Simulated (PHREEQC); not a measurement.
Make-up at 32 °C: 0.077 mol/kgw NaOH and 0.1 mol/kgw KCl. It is in equilibrium with CO2 at log p = -3.5 (atm). Otherwise closed; pH follows from the charge balance.

Equilibrium calculation in PHREEQC: ion-association model, wateq4f.dat.

```csv
quantity,before,after
pH,9.67,9.65
ionic strength (mol/kgw),0.183,0.285
Na+ (mol/kgw),0.0676,0.0683
HCO3- (mol/kgw),0.0268,0.0265
CO3-2 (mol/kgw),0.0159,0.0168
NaCO3- (mol/kgw),0.00886,0.00821
SI of Nahcolite (NaHCO3),-2.51,-2.54
SI of Natron (Na2CO3:10H2O),-3.87,-3.95
```

**Question.** Name the change that produced these shifts.
(A) NaOH replaced by NaCl at the same molality
(B) KCl left out
(C) diluted 5-fold with water
(D) KCl from 0.1 to 0.2 mol/kgw

**Answer.** D, KCl from 0.1 to 0.2 mol/kgw

This is a speciation only: nothing precipitates in the calculation.
